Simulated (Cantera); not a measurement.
A closed system holds: 1 mol Si₃N₄, 0.011 mol Si, 7 mol H₂, held at 1573.15 K and 0.100 bar.

Cantera equilibrium calculation (NASA polynomials, part measured and part estimated; ideal gas, pure solids and liquids). Candidate condensed phases: Si, Si₃N₄; 18 gas species. Mutual solubility and eutectic melting of coexisting phases are not modelled. The numbers say what is thermodynamically allowed, not how fast it happens.

Base state: H₂ 0.998, N₂ 0.00187, H 0.000129 (mole fractions); condensed: Si(s) + Si₃N₄(s).

Question: What changes in the equilibrium state with this change: temperature from 1573.15 K to 2275 K?

Answer: 
| species | before | after |
|---|---|---|
| H₂ | 0.998 | 0.750 |
| N₂ | 0.00187 | 0.218 |
| H | 0.000129 | 0.0233 |
| Si | 5.52e-7 | 0.00745 |
| Si₂ | 1.16e-9 | 0.000137 |
| Si₃ | <1e-9 | 2.60e-5 |
| Si(s), mol | 0.0306 | 0 |
| Si₃N₄(s), mol | 0.993 | 0 |
| Si(l), mol | 0 | 2.92 |
The tables' values for SiN are old estimates; treat these amounts as uncertain. Gases not in the tables: Si₂H₆ and higher silanes.

Question: What changes in the equilibrium state with this change: temperature from 1573.15 K to 1475 K?

Answer: 
```tsv
species	before	after
H₂	0.998	1.000
N₂	0.00187	0.000287
H	0.000129	4.10e-5
Si(s), mol	0.0306	0.0140
Si₃N₄(s), mol	0.993	0.999
```
